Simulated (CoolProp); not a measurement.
The fluid at 298.15 K and 1.06 MPa is throttled through a valve to 0.191 MPa with no heat exchange. The same conditions are run with several fluids, on thermodynamics alone (safety and materials aside).

Model: reference Helmholtz-energy equation of state of each fluid (R404A: Lemmon 2003; R13: Platzer 1990; normal hydrogen: Leachman 2009; ethane: Bücker 2006; fluorine: de Reuck 1990), in CoolProp. The equations of Platzer and Polt are older, rougher fits. Blends and air are pseudo-pure fits.

Question: Rank R404A, R13, normal hydrogen, ethane, fluorine by temperature change (K), highest first.

Answer: normal hydrogen (+0.3), fluorine (-1.7), ethane (-10.3), R13 (-10.7), R404A (-18.2)

```json
[
 {"fluid": "R404A", "final density (kg/m³)": "8.35"},
 {"fluid": "R13", "final density (kg/m³)": "8.52"},
 {"fluid": "normal hydrogen", "final density (kg/m³)": "0.155"},
 {"fluid": "ethane", "final density (kg/m³)": "2.44"},
 {"fluid": "fluorine", "final density (kg/m³)": "2.95"}
]
```
